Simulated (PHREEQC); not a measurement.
A solution holds 0.095 mol HF, 0.00073 mol (NH4)2SiF6, 0.0017 mol H3BO3, 5.1e-05 mol HCl and 0.051 mol NaOH per kg of water, at 15 °C. Closed to the air; pH follows from the charge balance.

Model: ion-association model, phreeqc.dat, run in PHREEQC.

No solid was allowed to form.

Q: Predict the pH, ionic strength.

A: pH 3.13; ionic strength 0.0532 mol/kgw.

Q: In which forms is Na present?

A: Na+ 98 %, NaF 1.6 % of the Na.

Species that the database lacks are ignored. SiF6-2 is the database's only silicon fluoride. Real BF4- forms and hydrolyses slowly; the run takes it at equilibrium.
